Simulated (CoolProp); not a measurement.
Vapour-liquid equilibrium of ethylene (1) + 1-butene (2) at 89.8 kPa; x and y are mole fractions of (1).

Computed with CoolProp (multi-fluid Helmholtz-energy mixture model, Smukala 2000 and Lemmon 2005; pair parameters Bell 2016).

Give the bubble temperature and the first vapour's composition at x = 0.2, 0.275, 0.65. Is there an azeotrope?

x = 0.2: -74.4 °C, y = 0.977; x = 0.275: -81.7 °C, y = 0.988; x = 0.65: -98.6 °C, y = 0.999. No azeotrope shows between x = 0.05 and 0.95.

Pair parameters are fitted to limited data, so mixtures are less certain than the pure fluids. The gap from Raoult's law changes sign with composition, which may be real or a fault of the pair parameters; it wasn't checked against measurements.
